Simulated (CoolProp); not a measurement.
Vapour-liquid equilibrium of propane (1) + R152A (2) at 32.95 °C; x and y are mole fractions of (1).

Computed with CoolProp (multi-fluid Helmholtz-energy mixture model, Lemmon 2009 and Outcalt 1996; pair parameters Bell 2016).

Problem. Give the bubble pressure and the first vapour's composition at x = 0.35, 0.45, 0.65. Is there an azeotrope?

Solution. x = 0.35: 1202 kPa, y = 0.504; x = 0.45: 1254 kPa, y = 0.563; x = 0.65: 1304 kPa, y = 0.670. y crosses x between x = 0.65 and 0.75: the model has an azeotrope there.

The pair parameters rest on a limited set of measurements; away from them the model extrapolates.
